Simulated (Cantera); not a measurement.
## Transport properties of process gases

Gas mixture: NO : O₂ = 0.74 : 0.12 (molar parts), at 20.0 Torr, frozen composition.

Cantera's kinetic-theory transport with the Lennard-Jones parameters of GRI-Mech 3.0, ideal gas; thermal conductivity in the mixture-averaged form. The composition is frozen, though it would react at the higher temperatures.

| T (K) | ρ (kg/m³) | cp (J/kg/K) | μ (µPa s) | λ (mW/m/K) | Pr | D (cm²/s) CH₄ | D (cm²/s) O | D (cm²/s) NH₃ |
|---|---|---|---|---|---|---|---|---|
| 400 | 0.0243 | 990.1 | 23.5 | 32.6 | 0.712 | 14.1 | 20.1 | 14.4 |
| 600 | 0.0162 | 1035 | 31.1 | 45.5 | 0.707 | 28.3 | 40.1 | 30.2 |
| 800 | 0.0121 | 1087 | 37.7 | 57.8 | 0.708 | 46.1 | 64.9 | 50.3 |
| 1000 | 0.00971 | 1126 | 43.6 | 69.3 | 0.709 | 67.0 | 94.2 | 74.0 |
| 1200 | 0.00809 | 1153 | 49.1 | 80.1 | 0.707 | 90.8 | 127 | 101 |
| 1400 | 0.00694 | 1174 | 54.3 | 90.3 | 0.706 | 117 | 165 | 131 |
| 1600 | 0.00607 | 1192 | 59.2 | 99.9 | 0.706 | 147 | 205 | 165 |
| 1800 | 0.00539 | 1206 | 63.9 | 109 | 0.706 | 178 | 250 | 201 |
| 2000 | 0.00486 | 1218 | 68.4 | 118 | 0.706 | 212 | 297 | 239 |
D: mixture-averaged diffusion coefficient of that species in the mixture.
